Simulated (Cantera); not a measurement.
What does this Cantera script print?

```python
import numpy as np
import cantera as ct

gas_names = """
    CL CL2 H HCL H2 Li LiCL LiH Li2 Li2CL2 Li3CL3
""".split()
cond_names = """
    Li(cr) Li(L) LiCL(s) LiCL(L) LiH(s) LiH(L)
""".split()


# ... load() reads the species with a 1 bar reference pressure and builds the phases ...
atoms = {
    'LiCl': {'Li': 1, 'CL': 1},
    'HCl': {'H': 1, 'CL': 1},
    'H2': {'H': 2},
}
top_T = {}  # K; cautious upper limits of use, not melting points


# ... equilibrate(T, P, feed) seeds the gas with the atoms and calls Mixture.equilibrate('TP', solver="vcs", rtol=1e-11, max_steps=5000) ...
results = []
feed = {'LiCl': 1, 'HCl': 0.15, 'H2': 2.7}  # mol
P = 9.4  # Pa
for T in [800, 900, 1000, 1100, 1200, 1300, 1400, 1500, 1600, 1700]:
    mix = equilibrate(T, P, feed)
    results.append((T, P, feed, dict(zip(mix.species_names, mix.species_moles))))

top = {s: max(r[3][s] / sum(r[3][g] for g in gas_names) for r in results) for s in gas_names}
cols = sorted((s for s in top if top[s] > 0.001), key=lambda s: -top[s])[:5]
seen = [c for c in cond_names if any(r[3].get(c, 0) > 1e-12 for r in results)]
print("log10 of partial pressures in bar; condensed amounts in mol")
print(f"{'T/K':>10s}" + "".join(f"{s[:9]:>10s}" for s in cols + seen))
for T, P, feed, n in results:
    ng = sum(n[g] for g in gas_names)
    print(f"{T:10.4g}" + "".join(f"{np.log10(max(n[s] / ng * P / 1e5, 1e-99)):10.3f}" for s in cols)
          + "".join(f"{n.get(c, 0):10.4g}" for c in seen))
```

Result:

```
log10 of partial pressures in bar; condensed amounts in mol
       T/K        H2      LiCL    Li2CL2       HCL         H   LiCL(s)
       800    -4.061    -6.169    -5.845    -5.316   -13.569    0.8785
       900    -4.141    -5.047    -5.074    -5.396   -12.003         0
      1000    -4.169    -4.706    -5.567    -5.424   -10.728         0
      1100    -4.179    -4.626    -6.364    -5.434    -9.677         0
      1200    -4.181    -4.615    -7.137    -5.436    -8.795         0
      1300    -4.181    -4.613    -7.804    -5.436    -8.047         0
      1400    -4.181    -4.613    -8.376    -5.436    -7.404         0
      1500    -4.182    -4.613    -8.872    -5.436    -6.845         0
      1600    -4.184    -4.614    -9.306    -5.435    -6.356         0
      1700    -4.188    -4.618    -9.693    -5.430    -5.926         0
```

Method: chemical equilibrium by Gibbs-energy minimisation in Cantera with the NASA 1993 tables (ideal gas, pure condensed phases).
